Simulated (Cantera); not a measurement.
An isothermal, constant-pressure homogeneous reactor starts with N2O : H2O = 1 : 0.018 (molar parts), at 1500 K and 2670 Pa. Integrator tolerance rtol = 1e-08.

Cantera simulation using GRI-Mech 3.0 (53 species, 325 reactions); the numbers are that mechanism's predictions, not measurements. GRI-Mech 3.0 was tuned for natural gas; its chemistry of N2O as a main component is partial and can be far from experiment. Radical loss at walls, strong at low pressure, is not modelled. The temperature is held fixed by assumption; the heat of reaction is taken as removed at once.

Problem. What does this change do: N2O 1 to 0.1 parts?

Solution. 
```json
[
 {"quantity": "x(N2O) at 2.00 s", "before": "0.0273 (gas-phase equilibrium 1.29e-8)", "after": "0.00601 (gas-phase equilibrium 1.10e-8)"},
 {"quantity": "x(H2O) at 2.00 s", "before": "0.0119 (gas-phase equilibrium 0.0118)", "after": "0.107 (gas-phase equilibrium 0.107)"},
 {"quantity": "x(NO) at 2.00 s", "before": "0.137 (gas-phase equilibrium 0.00141)", "after": "0.100 (gas-phase equilibrium 0.00127)"},
 {"quantity": "x(O) at 2.00 s", "before": "5.62e-5 (gas-phase equilibrium 1.43e-5)", "after": "4.63e-5 (gas-phase equilibrium 1.36e-5)"},
 {"quantity": "x(H2) at 2.00 s", "before": "1.09e-6 (gas-phase equilibrium 2.40e-7)", "after": "9.04e-6 (gas-phase equilibrium 2.29e-6)"},
 {"quantity": "x(OH) at 2.00 s", "before": "0.000148 (gas-phase equilibrium 7.47e-5)", "after": "0.000404 (gas-phase equilibrium 0.000219)"}
]
```
